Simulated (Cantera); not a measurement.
A diamond (100) surface in a fixed gas of H2 with x(CH4) = 0.0023, x(CH3) = 0.0014, at 1198 K, 0.0395 atm; coverages are run to steady state.

Computed with Cantera and the Harris–Goodwin 1993 mechanism for the reconstructed diamond (100) surface.

θ: site fractions in the mechanism's names (c6HH fully hydrogenated, c6H* and c6*H radical sites, c6** diradical, c6HM methylated).

```
x(H)     growth (µm/h)  θ c6HH  θ c6H*  θ c6*H      θ c6**      θ c6HM
-------  -------------  ------  ------  ------  ----------  ----------
0.0001           0.503   0.602  0.0263   0.338     0.00296      0.0102
0.00023           1.33   0.519  0.0315   0.405     0.00671      0.0131
0.00053           2.96   0.471  0.0345   0.443      0.0125      0.0156
0.0012            5.77   0.447  0.0359   0.461      0.0187      0.0173
0.0028      (withheld)   0.436  0.0366   0.470  (withheld)      0.0174
0.0064            19.0   0.432  0.0371   0.476      0.0272      0.0154
0.015       (withheld)   0.432  0.0376   0.481      0.0291  (withheld)
0.034             42.2   0.434  0.0381   0.485      0.0301     0.00724
0.078             51.3   0.436  0.0387   0.488      0.0308     0.00390
```

Some entries are withheld; supply them.


- 0.0028, growth (µm/h): 10.8
- 0.0028, θ c6**: 0.0240
- 0.015, growth (µm/h): 30.6
- 0.015, θ c6HM: 0.0115
